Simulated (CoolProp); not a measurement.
A simple Rankine cycle with R124: condensing at 320.15 K, boiler at 2.93 MPa, turbine inlet 399 K, turbine efficiency 0.6, pump efficiency 0.7, no recuperator. Each further row changes one setting.

Model: reference Helmholtz-energy equation of state, de Vries 1995, in CoolProp.

| case | thermal efficiency (%) | net work (kJ/kg) | heat in (kJ/kg) | turbine exit temperature (K) | volume ratio over the turbine |
|---|---|---|---|---|---|
| as stated | 7.0 | ___ | 173 | 352.1 | 4.99 |
| turbine inlet 419 K | ___ | 14.1 | 197 | 377.4 | 4.63 |
| condensing temperature 312.15 K | ___ | 14.4 | 182 | 347.2 | 6.24 |
| boiler pressure 2.05 MPa | 5.8 | 10.8 | 187 | ___ | 3.09 |
| turbine efficiency 0.5 | ___ | ___ | 173 | 354.9 | 5.05 |

Problem. Fill in the missing entries.

Solution. 
- as stated, net work (kJ/kg): 12.1
- turbine inlet 419 K, thermal efficiency (%): 7.2
- condensing temperature 312.15 K, thermal efficiency (%): 7.9
- boiler pressure 2.05 MPa, turbine exit temperature (K): 369.8
- turbine efficiency 0.5, thermal efficiency (%): 5.6
- turbine efficiency 0.5, net work (kJ/kg): 9.71
